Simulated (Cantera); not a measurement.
## Ignition delay

Mixture: 6.79 % CH4, 17.9 % O2, 75.4 % N2, equivalence ratio 0.76, at 11.0 bar, adiabatic and at constant volume. Ignition delay is the time to a rise of 400 K.

Computed with Cantera and GRI-Mech 3.0 (53 species, 325 reactions).

```
T0 (K)  delay (ms)
------  ----------
1250          2.19
1325         0.940
1400         0.427
1475         0.204
1550         0.102
1625        0.0536
1700        0.0295
1775        0.0171
1850        0.0104
```

- apparent activation energy between 1700 and 1850 K = 180 kJ/mol
